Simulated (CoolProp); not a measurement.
Aqueous propylene glycol as a coolant, 38 % by mass, freezing at -18.8 °C, 1 atm.

Computed with CoolProp (Melinder's fits for secondary coolants).

| T (°C) | density (kg/m³) | conductivity (W/(m K)) | Prandtl number | viscosity (mPa s) |
|---|---|---|---|---|
| -7.7 | 1043 | ? | 159 | ? |
| -3.4 | 1042 | 0.394 | 122 | 13.1 |
| 1 | 1040 | 0.396 | 94.2 | 10.2 |
| 5.3 | 1038 | ? | 74.4 | 8.05 |
| 9.6 | ? | 0.402 | 59.7 | 6.47 |
| 14 | 1034 | 0.405 | 48.3 | 5.26 |
| 18.3 | 1032 | 0.408 | 39.9 | 4.35 |
| 22.6 | 1029 | 0.411 | 33.3 | 3.65 |
| 27 | 1027 | 0.414 | 28.1 | 3.09 |
| 31.3 | 1024 | 0.416 | 24.0 | 2.65 |
| 35.6 | 1022 | 0.419 | 20.8 | 2.30 |
| 40 | 1019 | 0.422 | 18.1 | 2.01 |

Q: Complete the blanks.

A: 
- -7.7, conductivity (W/(m K)): 0.391
- -7.7, viscosity (mPa s): 17.1
- 5.3, conductivity (W/(m K)): 0.399
- 9.6, density (kg/m³): 1036
